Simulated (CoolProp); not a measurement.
The numbers come from the reference Helmholtz-energy equation of state, Lemmon 2006 in CoolProp. It is a short technical equation, of lower accuracy than the large ones.

Task: Give the vapour pressure (bar), liquid density (kg/m³), enthalpy of vaporisation (kJ/kg) of saturated toluene at 150.55 °C.

Result: 
```json
[
 {"T (°C)": "150.55", "p (bar)": "2.79", "liquid density (kg/m³)": "736", "enthalpy of vaporisation (kJ/kg)": "333"}
]
```
